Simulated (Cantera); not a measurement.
Input (Python, Cantera) and output of one run.

```python
import numpy as np
import cantera as ct

gas_names = """
    AL ALCL ALCL2 ALCL3 ALO ALOCL ALO2 AL2 AL2CL6 AL2O AL2O2 CL CLO CL2 O O2 O3
""".split()
cond_names = """
    AL(cr) AL(L) ALCL3(s) ALCL3(L) AL2O3(a) AL2O3(L)
""".split()


# ... load() reads the species with a 1 bar reference pressure and builds the phases ...
atoms = {
    'Al2O3': {'AL': 2, 'O': 3},
    'Cl2': {'CL': 2},
}
top_T = {}  # K; cautious upper limits of use, not melting points


# ... equilibrate(T, P, feed) seeds the gas with the atoms and calls Mixture.equilibrate('TP', solver="vcs", rtol=1e-11, max_steps=5000) ...
results = []
feed = {'Al2O3': 1, 'Cl2': 23}  # mol
T = 1825  # K
P = 1200  # Pa
mix = equilibrate(T, P, feed)
results.append((T, P, feed, dict(zip(mix.species_names, mix.species_moles))))
x = sorted(zip(gas.X, gas.species_names), reverse=True)
print(f"T = {T:g} K  P = {P:g} Pa  gas = {mix.phase_moles(0):.4g} mol")
print("   x: " + "  ".join(f"{s} {v:.3e}" for v, s in x if v > 1e-06))
print("   condensed (mol): " + ("  ".join(f"{mix.phase(i).name} {mix.phase_moles(i):.4g}"
      for i in range(1, mix.n_phases) if mix.phase_moles(i) > 1e-12) or "none"))
```

Output:

```
T = 1825 K  P = 1200 Pa  gas = 41.83 mol
   x: CL 8.904e-01  CL2 7.557e-02  ALCL3 1.930e-02  O2 1.431e-02  CLO 2.031e-04  O 1.678e-04  ALOCL 2.971e-05  ALCL2 2.328e-05
   condensed (mol): AL2O3(a) 0.5952
```

Method: chemical equilibrium by Gibbs-energy minimisation in Cantera with the NASA 1993 tables (ideal gas, pure condensed phases). The tables' values for AlCl2 are old estimates; treat these amounts as uncertain.
